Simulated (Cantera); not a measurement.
A closed system holds: 1 mol borazine, 0.79 mol N2, 110 mol H2, equilibrated at 2375 K and 1.00 bar.

These are equilibrium values from Cantera (NASA tables, ideal gas, pure condensed phases), not measurements of a reactor. Candidate condensed phases: B, BN; 15 gas species. The feed counts by its element totals alone. Mutual solubility and eutectic melting of coexisting phases are not modelled. The tables' values for BH2 are old estimates; treat these amounts as uncertain. Gases not in the tables: B2H6 and higher boranes. Rates play no part.

Base state: H2 0.970, H 0.0139, N2 0.0138, BH2 0.00268, BH3 7.46e-5, B 2.45e-5, BH 1.73e-5 (mole fractions); condensed: B(l) + BN(s).

**Question.** What changes in the equilibrium state with this change: temperature from 2375 K to 2273 K?

**Answer.** 
```
species      before    after
----------  -------  -------
H2            0.970    0.983
H            0.0139  0.00833
N2           0.0138  0.00761
BH2         0.00268  0.00135
B           2.45e-5  5.37e-6
BH          1.73e-5  5.04e-6
BH3         7.46e-5  4.82e-5
B(l), mol      1.27        0
BN(s), mol     1.40     2.84
```

**Question.** What changes in the equilibrium state with this change: pressure from 1.00 bar to 65.0 mbar?

**Answer.** 
```csv
species,before,after
H2,0.970,0.924
H,0.0139,0.0532
N2,0.0138,0.0193
BH2,0.00268,0.00256
B,2.45e-5,0.000377
BH3,7.46e-5,1.77e-5
BH,1.73e-5,6.62e-5
"B(l), mol",1.27,2.64
"BN(s), mol",1.40,0
```
